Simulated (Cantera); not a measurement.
A Cantera script and what it prints.

```python
import numpy as np
import cantera as ct

gas_names = """
    C CN C2 CCN CNC C2N2 C3 C4 C4N2 C5 N N2 Si SiC SiC2 SiN Si2 Si2C Si2N Si3
""".split()
cond_names = """
    C(gr) Si(cr) Si(L) SiC(b) Si3N4(a)
""".split()


# ... load() reads the species with a 1 bar reference pressure and builds the phases ...
atoms = {
    'Si3N4': {'Si': 3, 'N': 4},
    'C': {'C': 1},
    'N2': {'N': 2},
}
top_T = {'C(gr)': 4500, 'SiC(b)': 3050, 'Si3N4(a)': 2400}  # K; cautious upper limits of use, not melting points


# ... equilibrate(T, P, feed) seeds the gas with the atoms and calls Mixture.equilibrate('TP', solver="vcs", rtol=1e-11, max_steps=5000) ...
results = []
feed = {'Si3N4': 1, 'C': 0.064, 'N2': 0.22}  # mol
P = 133.322  # Pa
for T in [2373, 2448, 2523, 2598, 2673, 2748, 2823, 2898]:
    mix = equilibrate(T, P, feed)
    results.append((T, P, feed, dict(zip(mix.species_names, mix.species_moles))))

top = {s: max(r[3][s] / sum(r[3][g] for g in gas_names) for r in results) for s in gas_names}
cols = sorted((s for s in top if top[s] > 0.001), key=lambda s: -top[s])[:8]
seen = [c for c in cond_names if any(r[3].get(c, 0) > 1e-12 for r in results)]
print("log10 of partial pressures in bar; condensed amounts in mol")
print(f"{'T/K':>10s}" + "".join(f"{s[:9]:>10s}" for s in cols + seen))
for T, P, feed, n in results:
    ng = sum(n[g] for g in gas_names)
    print(f"{T:10.4g}" + "".join(f"{np.log10(max(n[s] / ng * P / 1e5, 1e-99)):10.3f}" for s in cols)
          + "".join(f"{n.get(c, 0):10.4g}" for c in seen))
```

It prints:

```
log10 of partial pressures in bar; condensed amounts in mol
       T/K        Si        N2      Si2C       Si2      SiC2        CN       SiN         C
      2373    -3.136    -3.240    -4.830    -5.173    -6.049    -7.169    -5.665    -8.657
      2448    -3.131    -3.242    -4.927    -5.375    -5.647    -6.731    -5.714    -8.027
      2523    -3.128    -3.243    -5.089    -5.565    -5.407    -6.387    -5.761    -7.504
      2598    -3.125    -3.245    -5.294    -5.746    -5.285    -6.115    -5.806    -7.061
      2673    -3.123    -3.246    -5.520    -5.919    -5.233    -5.889    -5.849    -6.676
      2748    -3.122    -3.247    -5.757    -6.083    -5.227    -5.697    -5.890    -6.332
      2823    -3.122    -3.248    -6.000    -6.240    -5.259    -5.533    -5.929    -6.025
      2898    -3.121    -3.249    -6.251    -6.388    -5.330    -5.398    -5.966    -5.755
```

Equilibrium computed with Cantera from the NASA thermochemical tables; the gas is ideal and each condensed phase is pure. The tables' values for SiN are old estimates; treat these amounts as uncertain.
